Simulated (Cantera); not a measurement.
Gas mixture: CH₃OH : C₂H₆ = 0.85 : 0.48 (molar parts), at 0.0260 bar, frozen composition.

Cantera's kinetic-theory transport with the Lennard-Jones parameters of GRI-Mech 3.0, ideal gas; thermal conductivity in the multicomponent form. Polar gases are described roughly by these parameters. The composition is frozen, though it would react at the higher temperatures.

One state of this run: ρ (kg/m³) = 0.0140; cp (J/kg/K) = 2658; μ (µPa s) = 21.6; λ (mW/m/K) = 76.5; Pr = 0.752; D (cm²/s) H₂O = 31.5; D (cm²/s) NH₃ = 30.2; D (cm²/s) CH₄ = 29.9. D: mixture-averaged diffusion coefficient of that species in the mixture.

Q: Which value of T (K) does it belong to?
A. 1150
B. 550
C. 400
D. 700

A: D, 700
